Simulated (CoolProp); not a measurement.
Values from CoolProp's reference Helmholtz-energy equation of state, Lemmon 2006. It is a short technical equation, of lower accuracy than the large ones.

Problem. For isohexane, give the phase and the density (kg/m³), cv (kJ/(kg K)), speed of sound (m/s) at -100.45 °C and 0.284 MPa.

Solution. 
- -100.45 °C and 0.284 MPa: liquid; density 759, cv 1.30, speed of sound 1680
